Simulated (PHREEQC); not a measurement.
A solution holds 0.0086 mol ZnSO4, 0.0011 mol H3BO3 and 4.5e-05 mol FeSO4 per kg of water, at 55 °C. It is in equilibrium with CO2 at log p = 0 (atm). Otherwise closed; pH follows from the charge balance.

All values are PHREEQC results (ion-association model, phreeqc.dat), not measurements.

No solid was allowed to form.

Task: Order these Zn species by the share of Zn that they hold, largest first: Zn+2, ZnSO4, ZnHCO3+, Zn(SO4)2-2.

Result: Zn+2 (66 %), ZnSO4 (32 %), Zn(SO4)2-2 (1.2 %), ZnHCO3+ (0.55 %)

Task: Order these S species by the share of S that they hold, largest first: SO4-2, HSO4-, ZnSO4, Zn(SO4)2-2, FeSO4.

Result: SO4-2 (65 %), ZnSO4 (32 %), Zn(SO4)2-2 (2.4 %), HSO4- (0.74 %), FeSO4 (0.17 %)

The pH is 4.05 and the ionic strength 0.0231 mol/kgw. Species that the database lacks are ignored. Constants without temperature data keep their 25 °C values here.
